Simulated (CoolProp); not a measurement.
Properties of methanol along the isobar 24.5 MPa.

Model: reference Helmholtz-energy equation of state, de Reuck 1993, in CoolProp.

| T (K) | phase | speed of sound (m/s) | Joule-Thomson coefficient (K/MPa) | conductivity (mW/(m K)) |
|---|---|---|---|---|
| 427.6 | liquid | 900.7 | -0.1182 | 187 |
| 441.9 | liquid | 858.0 | -0.07751 | 184 |
| 456.1 | liquid | 813.4 | -0.03040 | 182 |
| 470.4 | liquid | 766.2 | 0.02604 | 179 |
| 484.6 | liquid | 717.4 | 0.09427 | 177 |
| 498.9 | liquid | 666.7 | 0.1799 | 174 |
| 513.1 | liquid | 615.2 | 0.2888 | 172 |
| 527.4 | supercritical | 562.6 | 0.4333 | 170 |
| 541.7 | supercritical | 510.1 | 0.6282 | 168 |
| 555.9 | supercritical | 462.0 | 0.8777 | 164 |
| 570.2 | supercritical | 422.2 | 1.179 | 160 |

Thermal conductivity comes from a separate model (Sykioti 2013).
